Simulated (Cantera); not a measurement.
A freely propagating, adiabatic, planar premixed flame of H₂ : O₂ : N₂ = 1 : 0.172 : 0.648 (molar parts), equivalence ratio 2.9, unburnt at 325 K and 4.34 atm; mixture-averaged transport, grid criteria slope 0.08 and curve 0.16, no radiation.

Detailed kinetics in Cantera: the H2/O2 subset of GRI-Mech 3.0, which has no nitrogen chemistry. The hydrogen kinetics of GRI-Mech 3.0 are dated; newer H2 mechanisms differ, most at raised pressure. Burning velocities carry a grid error of a few per cent, more on coarse grids.

### Question
What does this change do: inlet temperature 325 to 475 K?

### Answer
```json
[
 {"quantity": "laminar burning velocity", "before": "227 cm/s", "after": "473 cm/s"},
 {"quantity": "thermal thickness", "before": "0.0665 mm", "after": "0.0695 mm"},
 {"quantity": "peak x(H)", "before": "0.0253", "after": "0.0358"},
 {"quantity": "peak x(OH)", "before": "0.000721", "after": "0.00112"},
 {"quantity": "peak x(HO₂)", "before": "0.000841", "after": "0.000770"},
 {"quantity": "peak x(O)", "before": "0.000524", "after": "0.000822"}
]
```
